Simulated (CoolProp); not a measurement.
Vapour pressure (MPa) of octamethylcyclotetrasiloxane (D4): the reference equation beside estimates from Tc = 586.5 K, pc = 1.347 MPa, ω = 0.598. Clausius-Clapeyron is anchored at 372.6 K with a constant enthalpy of vaporisation of 47.12 kJ/mol.

Computed with CoolProp (reference Helmholtz-energy equation of state, Thol 2015).

```tsv
T (K)	reference	Lee-Kesler	Clausius-Clapeyron	Redlich-Kwong	Soave-Redlich-Kwong	Peng-Robinson
372.6	0.008545	0.008653	0.008545	0.04906	0.008641	0.009097
382.8	0.01284	0.01293	0.01281	0.06338	0.01292	0.01347
392.9	0.01869	0.01876	0.01875	0.08038	0.01875	0.01938
403.1	0.02663	0.02666	0.02701	0.1007	0.02666	0.02736
413.3	0.03708	0.03707	0.03821	0.1246	0.03711	0.03783
423.5	0.05059	0.05052	0.05316	0.1523	0.05063	0.05132
433.7	0.06771	0.06759	0.07282	0.1841	0.06784	0.06842
443.9	0.08910	0.08892	0.09831	0.2203	0.08940	0.08978
454.1	0.1154	0.1152	0.1310	0.2613	0.1161	0.1161
```

Absolute difference from the reference over all 9 rows, mean and median: Lee-Kesler 0.4 and 0.2 %, Clausius-Clapeyron 4.6 and 3.0 %, Redlich-Kwong 262.1 and 236.0 %, Soave-Redlich-Kwong 0.4 and 0.3 %, Peng-Robinson 2.6 and 2.0 %.
